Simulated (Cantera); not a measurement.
Cantera run:

```python
import numpy as np
import cantera as ct

gas_names = """
    C CN CO CO2 C2 CCN CNC C2N2 C2O C3 C3O2 C4 C4N2 C5 N NCO NO NO2 NO3 N2 N2O O O2 O3 Si SiC SiC2 SiN
    SiO SiO2 Si2 Si2C Si2N Si3
""".split()
cond_names = """
    C(gr) Si(cr) Si(L) SiC(b) SiO2(Lqz) SiO2(hqz) SiO2(L) Si2N2O(s) Si3N4(a)
""".split()


# ... load() reads the species with a 1 bar reference pressure and builds the phases ...
atoms = {
    'Si': {'Si': 1},
    'CO2': {'C': 1, 'O': 2},
    'N2': {'N': 2},
}
top_T = {'C(gr)': 4500, 'SiC(b)': 3050, 'Si2N2O(s)': 2100, 'Si3N4(a)': 2400}  # K; cautious upper limits of use, not melting points


# ... equilibrate(T, P, feed) seeds the gas with the atoms and calls Mixture.equilibrate('TP', solver="vcs", rtol=1e-11, max_steps=5000) ...
results = []
T = 1423.15  # K
P = 10  # Pa
for m in [0.48, 0.56, 0.66, 0.77, 0.9, 1.1, 1.2, 1.5, 1.7, 2, 2.4]:
    feed = {'Si': 1, 'CO2': m, 'N2': 38}  # mol
    mix = equilibrate(T, P, feed)
    results.append((T, P, feed, dict(zip(mix.species_names, mix.species_moles))))
    x = sorted(zip(gas.X, gas.species_names), reverse=True)
    print(f"T = {T:g} K  P = {P:g} Pa  n(CO2) = {m:g} mol  gas = {mix.phase_moles(0):.4g} mol")
    print("   x: " + "  ".join(f"{s} {v:.3e}" for v, s in x if v > 0.0001))
    print("   condensed (mol): " + ("  ".join(f"{mix.phase(i).name} {mix.phase_moles(i):.4g}"
          for i in range(1, mix.n_phases) if mix.phase_moles(i) > 1e-12) or "none"))
```

Output:

```
T = 1423.15 K  P = 10 Pa  n(CO2) = 0.48 mol  gas = 38.07 mol
   x: N2 9.864e-01  CO 1.159e-02  SiO 1.992e-03
   condensed (mol): SiC(b) 0.03861  Si2N2O(s) 0.4428
T = 1423.15 K  P = 10 Pa  n(CO2) = 0.56 mol  gas = 38.24 mol
   x: N2 9.822e-01  CO 1.464e-02  SiO 3.139e-03
   condensed (mol): Si2N2O(s) 0.44
T = 1423.15 K  P = 10 Pa  n(CO2) = 0.66 mol  gas = 38.64 mol
   x: N2 9.746e-01  CO 1.708e-02  SiO 8.282e-03
   condensed (mol): Si2N2O(s) 0.34
T = 1423.15 K  P = 10 Pa  n(CO2) = 0.77 mol  gas = 39.08 mol
   x: N2 9.665e-01  CO 1.970e-02  SiO 1.382e-02
   condensed (mol): Si2N2O(s) 0.23
T = 1423.15 K  P = 10 Pa  n(CO2) = 0.9 mol  gas = 39.6 mol
   x: N2 9.571e-01  CO 2.273e-02  SiO 2.020e-02
   condensed (mol): Si2N2O(s) 0.1
T = 1423.15 K  P = 10 Pa  n(CO2) = 1.1 mol  gas = 40 mol
   x: N2 9.500e-01  CO 2.750e-02  SiO 2.250e-02
   condensed (mol): SiO2(hqz) 0.09996
T = 1423.15 K  P = 10 Pa  n(CO2) = 1.2 mol  gas = 40 mol
   x: N2 9.500e-01  CO 3.000e-02  SiO 2.000e-02
   condensed (mol): SiO2(hqz) 0.2
T = 1423.15 K  P = 10 Pa  n(CO2) = 1.5 mol  gas = 40 mol
   x: N2 9.500e-01  CO 3.750e-02  SiO 1.250e-02
   condensed (mol): SiO2(hqz) 0.4999
T = 1423.15 K  P = 10 Pa  n(CO2) = 1.7 mol  gas = 40 mol
   x: N2 9.500e-01  CO 4.250e-02  SiO 7.504e-03
   condensed (mol): SiO2(hqz) 0.6998
T = 1423.15 K  P = 10 Pa  n(CO2) = 2 mol  gas = 40.01 mol
   x: N2 9.498e-01  CO 4.980e-02  SiO 1.899e-04  CO2 1.899e-04
   condensed (mol): SiO2(hqz) 0.9924
T = 1423.15 K  P = 10 Pa  n(CO2) = 2.4 mol  gas = 40.4 mol
   x: N2 9.406e-01  CO 4.950e-02  CO2 9.905e-03
   condensed (mol): SiO2(hqz) 0.9999
```

Cantera equilibrium calculation (NASA polynomials, part measured and part estimated; ideal gas, pure solids and liquids). N2 is the only nitrogen source here; it is nearly inert below about 1500 K, so the nitride shown seldom forms there in practice. Mutual solubility and eutectic melting of coexisting phases are not modelled. The tables hold silica as quartz up to 1696 K and as liquid above; real silica turns to tridymite and cristobalite and melts near 1996 K.
